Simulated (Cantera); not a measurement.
An adiabatic, constant-volume homogeneous reactor starts with 16.7 % CO, 0.684 % H2, 17.4 % O2, 65.3 % N2, equivalence ratio 0.50, at 1350 K and 0.370 bar.

Cantera simulation using GRI-Mech 3.0 (53 species, 325 reactions); the numbers are that mechanism's predictions, not measurements.

Q: Predict: time of steepest temperature rise; temperature at 2.00 s; equilibrium temperature; x(CO) at 2.00 s; x(H2) at 2.00 s; x(O2) at 2.00 s; x(O) at 2.00 s; x(NO2) at 2.00 s.

A: 
```json
{
 "time_of_steepest_temperature_rise": "0.458 ms",
 "temperature at 2.00 s": "2572 K",
 "equilibrium_temperature": "2572 K",
 "x(CO) at 2.00 s": "0.0315 (gas-phase equilibrium 0.0315)",
 "x(H2) at 2.00 s": "0.000169 (gas-phase equilibrium 0.000169)",
 "x(O2) at 2.00 s": "0.0958 (gas-phase equilibrium 0.0958)",
 "x(O) at 2.00 s": "0.00786 (gas-phase equilibrium 0.00786)",
 "x(NO2) at 2.00 s": "7.46e-6 (gas-phase equilibrium 7.46e-6)"
}
```
